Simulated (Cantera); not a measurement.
What does this Cantera script print?

```python
import numpy as np
import cantera as ct

gas_names = """
    C CH CH2 CH3 CH2OH CH3O CH4 CH3OH CN CO CO2 COOH C2 C2H CHCO,ketyl C2H2,acetylene C2H2,vinylidene
    CH2CO,ketene C2H3,vinyl CH3CN CH3CO,acetyl C2H4 C2H4O,ethylen CH3CHO,ethanal CH3COOH (HCOOH)2 C2H5
    C2H6 CH3OCH3 C2H5OH CCN CNC C2N2 C2O C3 C3H3,propargyl C3H4,allene C3H4,propyne C3H4,cyclo-
    C3H5,allyl C3H6,propylene C3H6,cyclo- C3H6O C3H7,n-propyl C3H7,i-propyl C3H8 C3H8O,1propanol
    C3H8O,2propanol C3O2 C4 C4H2 C4H4,1,3-cyclo- C4H6,butadiene C4H6,2-butyne C4H6,cyclo- C4H8,1-butene
    C4H8,cis2-buten C4H8,tr2-butene C4H8,isobutene C4H8,cyclo- (CH3COOH)2 C4H9,n-butyl C4H9,i-butyl
    C4H9,s-butyl C4H9,t-butyl C4H10,isobutane C4H10,n-butane C4N2 C5 C5H6,1,3cyclo- C5H8,cyclo-
    C5H10,1-pentene C5H10,cyclo- C5H11,pentyl C5H11,t-pentyl C5H12,n-pentane C5H12,i-pentane
    CH3C(CH3)2CH3 C6H2 C6H5,phenyl C6H5O,phenoxy C6H6 C6H5OH,phenol C6H10,cyclo- C6H12,1-hexene
    C6H12,cyclo- C6H13,n-hexyl C7H7,benzyl C7H8 C7H8O,cresol C7H14,1-heptene C7H15,n-heptyl
    C7H16,n-heptane C8H8,styrene C8H10,ethylbenz C8H16,1-octene C8H17,n-octyl C8H18,isooctane
    C8H18,n-octane C9H19,n-nonyl C10H8,naphthale C10H21,n-decyl C12H9,o-bipheny C12H10,bipheny H HCN HCO
    HCCN HNC HNCO HNO HNO2 HNO3 HO2 H2 HCHO,formaldehy HCOOH H2O H2O2 N NCO NH NH2 NH3 NH2OH NO NO2 NO3
    N2 N2H2 N2H4 N2O O OH O2 O3
""".split()
cond_names = """
    C(gr) C6H6(L) C7H8(L) C8H18(L),n-octa H2O(s) H2O(L)
""".split()


def load(file, names, dense=False):
    # The tables refer to 1 bar. Condensed volumes are neglected.
    table = {s.name: s for s in ct.Species.list_from_file(file)}
    out = []
    for n in names:
        d = dict(table[n].input_data)
        d["thermo"] = dict(d["thermo"], **{"reference-pressure": 1e5})
        if dense:
            d["equation-of-state"] = {"model": "constant-volume", "density": "1e6 g/cm^3"}
        out.append(ct.Species.from_dict(d))
    return out


gas = ct.Solution(thermo="ideal-gas", species=load("nasa_gas.yaml", gas_names))
cond = {s.name: ct.Solution(thermo="fixed-stoichiometry", species=[s], name=s.name)
        for s in load("nasa_condensed.yaml", cond_names, dense=True)}
atoms = {
    'C2H6': {'C': 2, 'H': 6},
    'NH3': {'N': 1, 'H': 3},
    'H2': {'H': 2},
    'CO2': {'C': 1, 'O': 2},
}
top_T = {'C(gr)': 4500}  # K; cautious upper limits of use, not melting points


def equilibrate(T, P, feed):
    n = {}
    for name, mol in feed.items():
        for a, k in atoms[name].items():
            n[a] = n.get(a, 0.0) + k * mol
    gas.TPX = T, P, n
    mass = sum(n.values()) * gas.mean_molecular_weight
    gas.equilibrate("TP")
    valid = [c for c in cond.values() if c.min_temp <= T <= top_T.get(c.name, c.max_temp)]
    mix = ct.Mixture([(gas, mass / gas.mean_molecular_weight)] + [(c, 0.0) for c in valid])
    mix.T, mix.P = T, P
    mix.equilibrate("TP", solver="vcs", rtol=1e-11, max_steps=5000)
    return mix


results = []
feed = {'C2H6': 1, 'NH3': 0.2, 'H2': 0.39, 'CO2': 0.64}  # mol
T = 1548.15  # K
P = 490000  # Pa
mix = equilibrate(T, P, feed)
results.append((T, P, feed, dict(zip(mix.species_names, mix.species_moles))))
x = sorted(zip(gas.X, gas.species_names), reverse=True)
print(f"T = {T:g} K  P = {P:g} Pa  gas = {mix.phase_moles(0):.4g} mol")
print("   x: " + "  ".join(f"{s} {v:.3e}" for v, s in x if v > 0.0001))
print("   condensed (mol): " + ("  ".join(f"{mix.phase(i).name} {mix.phase_moles(i):.4g}"
      for i in range(1, mix.n_phases) if mix.phase_moles(i) > 1e-12) or "none"))
```

Output:

```
T = 1548.15 K  P = 490000 Pa  gas = 5.037 mol
   x: H2 7.208e-01  CO 2.527e-01  N2 1.975e-02  CH4 5.220e-03  H2O 1.095e-03  HCN 1.753e-04  CO2 1.377e-04
   condensed (mol): C(gr) 1.339
```

These are equilibrium values from Cantera (NASA tables, ideal gas, pure condensed phases), not measurements of a reactor.
